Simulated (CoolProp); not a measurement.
Vapour-liquid equilibrium of dimethyl ether (1) + R236FA (2) at 0.109 MPa; x and y are mole fractions of (1).

The numbers come from the multi-fluid Helmholtz-energy mixture model, Wu 2011 and Pan 2012; pair parameters Bell 2016 in CoolProp.

```tsv
x	bubble temperature, mixture model (K)	bubble temperature, Raoult's law (K)	y, mixture model	y, Raoult's law
0.05	273.2	271.7	0.059	0.116
0.125	272.7	269.2	0.156	0.266
0.2	271.9	266.9	0.261	0.391
0.275	270.9	264.8	0.373	0.497
0.35	269.5	262.9	0.487	0.587
0.425	267.7	261.0	0.597	0.664
0.5	265.6	259.3	0.699	0.731
0.575	263.3	257.7	0.786	0.788
0.65	260.7	256.1	0.857	0.837
0.725	258.1	254.7	0.911	0.881
0.8	255.6	253.3	0.950	0.919
0.875	253.2	252.1	0.976	0.952
0.95	251.2	250.8	0.993	0.982
```

The largest gap from Raoult's law is +6.7 K in bubble temperature, at x = 0.425. No azeotrope shows between x = 0.05 and 0.95.

Pair parameters are fitted to limited data, so mixtures are less certain than the pure fluids.
